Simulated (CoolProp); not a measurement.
Properties of octamethyltrisiloxane (MDM) at several states (Tc = 292.2 °C, pc = 1.438 MPa, ω = 0.528).

Computed with CoolProp (reference Helmholtz-energy equation of state, Thol 2017).

```
T (°C)  p (MPa)   phase        Z  speed of sound (m/s)  Joule-Thomson coefficient (K/MPa)  fugacity coefficient
------  -------  ------  -------  --------------------  ---------------------------------  --------------------
159.65    0.117     gas   0.9188                 114.6                              24.45                0.9253
224.15    0.156     gas   0.9374                 125.3                              14.67                0.9411
77.35     0.794  liquid  0.08446                 749.3                            -0.3551               0.01098
246.65   0.0159     gas   0.9949                 135.7                              11.31                0.9949
-36.95    0.484  liquid  0.06649                  1139                            -0.5047              4.737e-6
-38.55     2.65  liquid   0.3650                  1157                            -0.5079              9.661e-7
```
